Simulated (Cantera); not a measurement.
# n-butane + NH3 (carbon deposition, reforming and gasification)

Charge: 1 mol n-butane, 0.054 mol NH3, held at 1.00 bar.

These are equilibrium values from Cantera (NASA tables, ideal gas, pure condensed phases), not measurements of a reactor. Candidate condensed phases: C, C6H6, C7H8, C8H18; 110 gas species. Ions and electrons are included (thermal ionisation). Kinetics and transport are ignored.

```json
[
 {"T (°C)": "2227", "x H2": "0.957", "x H": "0.0246", "x C": "1.66e-7", "x C2H2 (acetylene)": "0.0104", "x C3": "4.97e-7", "x C2H": "1.91e-5", "x C2": "4.58e-8", "n C(graphite)": "3.87"},
 {"T (°C)": "2477", "x H2": "0.901", "x H": "0.0649", "x C": "3.78e-6", "x C2H2 (acetylene)": "0.0253", "x C3": "1.69e-5", "x C2H": "0.000212", "x C2": "1.63e-6", "n C(graphite)": "3.69"},
 {"T (°C)": "2727", "x H2": "0.797", "x H": "0.141", "x C": "5.07e-5", "x C2H2 (acetylene)": "0.0496", "x C3": "0.000312", "x C2H": "0.00151", "x C2": "3.17e-5", "n C(graphite)": "3.36"},
 {"T (°C)": "2977", "x H2": "0.640", "x H": "0.257", "x C": "0.000455", "x C2H2 (acetylene)": "0.0777", "x C3": "0.00362", "x C2H": "0.00744", "x C2": "0.000387", "n C(graphite)": "2.76"},
 {"T (°C)": "3227", "x H2": "0.435", "x H": "0.389", "x C": "0.00297", "x C2H2 (acetylene)": "0.0933", "x C3": "0.0292", "x C2H": "0.0263", "x C2": "0.00327", "n C(graphite)": "1.32"},
 {"T (°C)": "3477", "x H2": "0.273", "x H": "0.524", "x C": "0.0111", "x C2H2 (acetylene)": "0.0522", "x C3": "0.0710", "x C2H": "0.0400", "x C2": "0.0113", "n C(graphite)": "0"},
 {"T (°C)": "3727", "x H2": "0.166", "x H": "0.650", "x C": "0.0276", "x C2H2 (acetylene)": "0.0176", "x C3": "0.0731", "x C2H": "0.0335", "x C2": "0.0203", "n C(graphite)": "0"},
 {"T (°C)": "3977", "x H2": "0.0910", "x H": "0.724", "x C": "0.0573", "x C2H2 (acetylene)": "0.00497", "x C3": "0.0611", "x C2H": "0.0231", "x C2": "0.0297", "n C(graphite)": "0"},
 {"T (°C)": "4227", "x H2": "0.0471", "x H": "0.750", "x C": "0.102", "x C2H2 (acetylene)": "0.00125", "x C3": "0.0422", "x C2H": "0.0135", "x C2": "0.0361", "n C(graphite)": "0"},
 {"T (°C)": "4477", "x H2": "0.0243", "x H": "0.747", "x C": "0.157", "x C2H2 (acetylene)": "0.000280", "x C3": "0.0229", "x C2H": "0.00669", "x C2": "0.0357", "n C(graphite)": "0"},
 {"T (°C)": "4727", "x H2": "0.0131", "x H": "0.735", "x C": "0.206", "x C2H2 (acetylene)": "5.70e-5", "x C3": "0.00947", "x C2H": "0.00281", "x C2": "0.0283", "n C(graphite)": "0"}
]
```
x: gas mole fraction; n: condensed amount in mol.

From 2227 °C to 3227 °C the condensed part is C(graphite). From 3477 °C to 4727 °C nothing is condensed. The main C-bearing gas is C2H2 (acetylene) at 2227 °C and C at 4727 °C.
